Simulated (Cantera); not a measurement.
A Cantera script and what it prints.

```python
import numpy as np
import cantera as ct

gas_names = """
    H H2 N NH NH2 NH3 N2 N2H2 N2H4 Si SiH SiH2 SiH3 SiH4 SiN Si2 Si2N Si3
""".split()
cond_names = """
    Si(cr) Si(L) Si3N4(a)
""".split()


# ... load() reads the species with a 1 bar reference pressure and builds the phases ...
atoms = {
    'SiH4': {'Si': 1, 'H': 4},
    'N2': {'N': 2},
    'NH3': {'N': 1, 'H': 3},
}
top_T = {'Si3N4(a)': 2400}  # K; cautious upper limits of use, not melting points


# ... equilibrate(T, P, feed) seeds the gas with the atoms and calls Mixture.equilibrate('TP', solver="vcs", rtol=1e-11, max_steps=5000) ...
results = []
feed = {'SiH4': 1, 'N2': 5.4, 'NH3': 4.3}  # mol
P = 12  # Pa
for T in [773, 973, 1173, 1373, 1573, 1773, 1973, 2173]:
    mix = equilibrate(T, P, feed)
    results.append((T, P, feed, dict(zip(mix.species_names, mix.species_moles))))

top = {s: max(r[3][s] / sum(r[3][g] for g in gas_names) for r in results) for s in gas_names}
cols = sorted((s for s in top if top[s] > 1e-05), key=lambda s: -top[s])[:6]
seen = [c for c in cond_names if any(r[3].get(c, 0) > 1e-12 for r in results)]
print("log10 of partial pressures in bar; condensed amounts in mol")
print(f"{'T/K':>10s}" + "".join(f"{s[:9]:>10s}" for s in cols + seen))
for T, P, feed, n in results:
    ng = sum(n[g] for g in gas_names)
    print(f"{T:10.4g}" + "".join(f"{np.log10(max(n[s] / ng * P / 1e5, 1e-99)):10.3f}" for s in cols)
          + "".join(f"{n.get(c, 0):10.4g}" for c in seen))
```

It prints:

```
log10 of partial pressures in bar; condensed amounts in mol
       T/K        H2        N2         H        Si       SiH       Si2    Si(cr)     Si(L)  Si3N4(a)
       773    -4.180    -4.269   -14.132   -30.797   -29.878   -46.302         0         0    0.3333
       973    -4.180    -4.269   -11.056   -21.106   -21.243   -31.254         0         0    0.3333
      1173    -4.180    -4.269    -9.018   -14.738   -15.575   -21.369         0         0    0.3333
      1373    -4.180    -4.269    -7.567   -10.241   -11.576   -14.394         0         0    0.3333
      1573    -4.200    -4.248    -6.491    -7.260    -8.978    -9.938    0.9922         0         0
      1773    -4.218    -4.259    -5.655    -5.672    -7.689    -7.926         0    0.6961         0
      1973    -4.281    -4.291    -5.010    -5.175    -7.456    -7.861         0         0         0
      2173    -4.426    -4.330    -4.529    -5.210    -7.754    -8.691         0         0         0
```

These are equilibrium values from Cantera (NASA tables, ideal gas, pure condensed phases), not measurements of a reactor. The tables' values for SiN are old estimates; treat these amounts as uncertain. Gases not in the tables: Si2H6 and higher silanes.
